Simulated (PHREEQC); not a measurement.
Make-up at 19 °C: 0.065 mol HNO3, 0.00063 mol AlCl3 and 0.0071 mol MnSO4 per kg of water. Closed to the air; pH follows from the charge balance.

All values are PHREEQC results (ion-association model, phreeqc.dat), not measurements.

The pH is 1.30 and the ionic strength comes out as 0.0853 mol/kgw. The specific conductance is 19800 µS/cm. The density comes out as 1.002 g/cm³ and the total alkalinity is -65.0 meq/kg.

| species | molality | activity | log γ |
|---|---|---|---|
| NO3- | 0.0649 | 0.0499 | -0.115 |
| H+ | 0.0606 | 0.0505 | -0.079 |
| Mn+2 | 0.00669 | 0.00282 | -0.375 |
| HSO4- | 0.00444 | 0.00352 | -0.101 |
| SO4-2 | 0.00206 | 0.000815 | -0.402 |
| Cl- | 0.00187 | 0.00146 | -0.108 |
| Al+3 | 0.000393 | 7.60e-5 | -0.713 |
| MnSO4 | 0.000357 | 0.000364 | 0.009 |
| AlSO4+ | 0.000229 | 0.000181 | -0.103 |
| Mn(NO3)2 | 2.78e-5 | 2.84e-5 | 0.009 |
| MnCl+ | 2.11e-5 | 1.68e-5 | -0.100 |
| Al(SO4)2- | 5.75e-6 | 4.53e-6 | -0.103 |
| AlHSO4+2 | 1.96e-6 | 7.72e-7 | -0.405 |
| AlOH+2 | 2.46e-8 | 1.01e-8 | -0.389 |

Precipitation was switched off in this run.
